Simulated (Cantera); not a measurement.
A Cantera script and what it prints.

```python
import numpy as np
import cantera as ct

gas_names = """
    H HO2 H2 H2O H2O2 O OH O2 O3 Pb PbO Pb2
""".split()
cond_names = """
    H2O(s) H2O(L) Pb(cr) Pb(L) PbO(rd) PbO(yw) PbO(L) PbO2(s) Pb3O4(s)
""".split()


# ... load() reads the species with a 1 bar reference pressure and builds the phases ...
atoms = {
    'PbO': {'Pb': 1, 'O': 1},
    'H2': {'H': 2},
}
top_T = {'Pb3O4(s)': 820}  # K; cautious upper limits of use, not melting points


# ... equilibrate(T, P, feed) seeds the gas with the atoms and calls Mixture.equilibrate('TP', solver="vcs", rtol=1e-11, max_steps=5000) ...
results = []
feed = {'PbO': 1, 'H2': 260}  # mol
T = 1298.15  # K
P = 510000  # Pa
mix = equilibrate(T, P, feed)
results.append((T, P, feed, dict(zip(mix.species_names, mix.species_moles))))
x = sorted(zip(gas.X, gas.species_names), reverse=True)
print(f"T = {T:g} K  P = {P:g} Pa  gas = {mix.phase_moles(0):.4g} mol")
print("   x: " + "  ".join(f"{s} {v:.3e}" for v, s in x if v > 1e-05))
print("   condensed (mol): " + ("  ".join(f"{mix.phase(i).name} {mix.phase_moles(i):.4g}"
      for i in range(1, mix.n_phases) if mix.phase_moles(i) > 1e-12) or "none"))
```

It prints:

```
T = 1298.15 K  P = 510000 Pa  gas = 260.1 mol
   x: H2 9.957e-01  H2O 3.844e-03  Pb 5.024e-04
   condensed (mol): Pb(L) 0.8693
```

These are equilibrium values from Cantera (NASA tables, ideal gas, pure condensed phases), not measurements of a reactor.
